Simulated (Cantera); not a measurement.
A perfectly stirred reactor is fed with 1.38 % H2, 98.6 % O2, equivalence ratio 0.0070, at 20.0 Torr; it is held at 1150 K, and followed from long to short residence time.

Computed with Cantera and GRI-Mech 3.0 (53 species, 325 reactions). Radical loss at walls, strong at low pressure, is not modelled.

x: mole fraction; the columns are a selection and need not sum to one.

```json
[
 {"τ (s)": "0.41", "x H2": "9.79e-5", "x O2": "0.984", "x HO2": "(withheld)", "x O": "0.00147", "x H": "4.75e-5"},
 {"τ (s)": "0.17", "x H2": "0.000161", "x O2": "0.983", "x HO2": "(withheld)", "x O": "0.00239", "x H": "0.000104"},
 {"τ (s)": "0.073", "x H2": "0.000263", "x O2": "0.982", "x HO2": "(withheld)", "x O": "0.00361", "x H": "0.000208"},
 {"τ (s)": "0.031", "x H2": "0.000445", "x O2": "0.980", "x HO2": "(withheld)", "x O": "0.00507", "x H": "0.000385"},
 {"τ (s)": "0.013", "x H2": "0.000791", "x O2": "0.979", "x HO2": "(withheld)", "x O": "0.00641", "x H": "0.000644"},
 {"τ (s)": "0.0054", "x H2": "0.00147", "x O2": "0.978", "x HO2": "(withheld)", "x O": "0.00715", "x H": "0.000942"},
 {"τ (s)": "0.0023", "x H2": "0.00277", "x O2": "0.978", "x HO2": "4.27e-6", "x O": "0.00689", "x H": "0.00115"},
 {"τ (s)": "0.00096", "x H2": "0.00531", "x O2": "0.979", "x HO2": "4.36e-6", "x O": "0.00538", "x H": "0.00107"},
 {"τ (s)": "0.00040", "x H2": "0.00985", "x O2": "0.983", "x HO2": "(withheld)", "x O": "0.00249", "x H": "0.000497"}
]
```

### Question
Some entries are withheld; supply them.

### Answer

- 0.41, x HO2: 1.27e-6
- 0.17, x HO2: 1.69e-6
- 0.073, x HO2: 2.17e-6
- 0.031, x HO2: 2.71e-6
- 0.013, x HO2: 3.29e-6
- 0.0054, x HO2: 3.86e-6
- 0.00040, x HO2: 3.68e-6
